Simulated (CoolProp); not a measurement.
Model: reference Helmholtz-energy equation of state, Lemmon 2006, in CoolProp. It is a short technical equation, of lower accuracy than the large ones.

**Question.** Give the vapour pressure (MPa), vapour density (kg/m³), liquid viscosity (µPa s) of saturated C3F8 (R218) at 189.6, 212.7 K.

**Answer.** 
```csv
T (K),p (MPa),vapour density (kg/m³),liquid viscosity (µPa s)
189.6,0.00645,0.775,1080
212.7,0.0301,3.28,662
```

Viscosity comes from a separate model (Huber 2003), an estimate that may be off by 10 % or more.
